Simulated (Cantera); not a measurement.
An isothermal, constant-pressure homogeneous reactor starts with NO : N2 = 1 : 3.8 (molar parts), at 2023 K and 1.00 bar. Integrator tolerance rtol = 1e-08.

Detailed kinetics in Cantera: GRI-Mech 3.0 (53 species, 325 reactions).

```csv
quantity,before,after
x(NO) at 1.00 s,0.0888 (gas-phase equilibrium 0.00604),0.203 (gas-phase equilibrium 0.00601)
x(O) at 1.00 s,0.000199 (gas-phase equilibrium 0.000255),0.000592 (gas-phase equilibrium 0.00219)
x(O2) at 1.00 s,0.0596 (gas-phase equilibrium 0.101),0.00230 (gas-phase equilibrium 0.1000)
x(N2) at 1.00 s,0.851 (gas-phase equilibrium 0.893),0.794 (gas-phase equilibrium 0.892)
x(NO2) at 1.00 s,7.91e-5 (gas-phase equilibrium 6.95e-6),5.02e-6 (gas-phase equilibrium 7.93e-7)
x(N2O) at 1.00 s,3.88e-6 (gas-phase equilibrium 3.61e-7),1.60e-5 (gas-phase equilibrium 4.14e-8)
```

What was changed between the two runs?
(A) temperature 2023 to 1800 K
(B) pressure from 1.00 bar to 1.70 bar
(C) pressure from 1.00 bar to 10.00 Torr
(D) NO 1 to 0.69 parts

C, pressure from 1.00 bar to 10.00 Torr
